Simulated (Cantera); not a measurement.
An isothermal, constant-pressure homogeneous reactor starts with CH₂O : O₂ : N₂ = 0.029 : 0.016 : 1 (molar parts), equivalence ratio 1.8, at 1150 K and 428 Torr.

Computed with Cantera and GRI-Mech 3.0 (53 species, 325 reactions).

x: mole fraction; the columns are a selection and need not sum to one.

| t (s) | x CH₂O | x O₂ | x H₂ | x C₂H | x CH₄ | x OH |
|---|---|---|---|---|---|---|
| 2.00e-6 | 0.0278 | 0.0153 | 2.45e-9 | <1e-12 | <1e-12 | 7.63e-12 |
| 7.43e-6 | 0.0278 | 0.0153 | 2.06e-8 | <1e-12 | <1e-12 | 1.86e-11 |
| 2.76e-5 | 0.0278 | 0.0153 | 1.06e-7 | <1e-12 | <1e-12 | 4.64e-11 |
| 0.000102 | 0.0277 | 0.0153 | 6.05e-7 | <1e-12 | <1e-12 | 3.92e-10 |
| 0.000381 | 0.0277 | 0.0153 | 6.15e-6 | <1e-12 | <1e-12 | ? |
| 0.00141 | 0.0269 | 0.0148 | 0.000286 | <1e-12 | 3.35e-10 | ? |
| 0.00525 | 5.35e-8 | 0.00561 | 0.00952 | <1e-12 | 4.40e-8 | ? |
| 0.0195 | 4.88e-10 | 4.27e-7 | 0.00940 | <1e-12 | 3.49e-10 | ? |
| 0.0725 | 1.45e-10 | 1.10e-8 | 0.0105 | <1e-12 | 2.50e-10 | ? |
| 0.269 | 6.81e-11 | 5.75e-10 | 0.0109 | <1e-12 | 2.04e-10 | ? |
| 1.00 | 4.93e-11 | 3.53e-11 | 0.0112 | <1e-12 | 1.90e-10 | ? |

Some entries are withheld; supply them.


- 0.000381, x OH: 5.37e-9
- 0.00141, x OH: 2.39e-7
- 0.00525, x OH: 4.51e-5
- 0.0195, x OH: 5.77e-6
- 0.0725, x OH: 9.79e-7
- 0.269, x OH: 2.26e-7
- 1.00, x OH: 5.59e-8
